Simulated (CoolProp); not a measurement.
Vapour-liquid equilibrium of carbon dioxide (1) + CH3F (R41) (2) at 254.5 K; x and y are mole fractions of (1).

The numbers come from the multi-fluid Helmholtz-energy mixture model, Span 1996 and Lemmon 2006; pair parameters Bell 2016 in CoolProp.

Problem. Give the bubble pressure and the first vapour's composition at x = 0.15, 0.65, 0.95. Is there an azeotrope?

Solution. x = 0.15: 1307 kPa, y = 0.210; x = 0.65: 1712 kPa, y = 0.737; x = 0.95: 2001 kPa, y = 0.968. No azeotrope shows between x = 0.05 and 0.95.

The pair parameters rest on a limited set of measurements; away from them the model extrapolates.
